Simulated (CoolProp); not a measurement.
Ammonia at 298.15 K and 0.628 MPa is throttled through a valve to 0.15 MPa with no heat exchange. Each further row changes one setting.

Computed with CoolProp (reference Helmholtz-energy equation of state, Gao 2020).

```json
[
 {"case": "as stated", "temperature change (K)": "-14.4", "final density (kg/m³)": "1.10"},
 {"case": "outlet pressure 0.045 MPa", "temperature change (K)": "?", "final density (kg/m³)": "?"},
 {"case": "outlet pressure 0.195 MPa", "temperature change (K)": "?", "final density (kg/m³)": "?"}
]
```

**Question.** Complete the blanks.

**Answer.** 
- outlet pressure 0.045 MPa, temperature change (K): -18.1
- outlet pressure 0.045 MPa, final density (kg/m³): 0.331
- outlet pressure 0.195 MPa, temperature change (K): -12.9
- outlet pressure 0.195 MPa, final density (kg/m³): 1.44
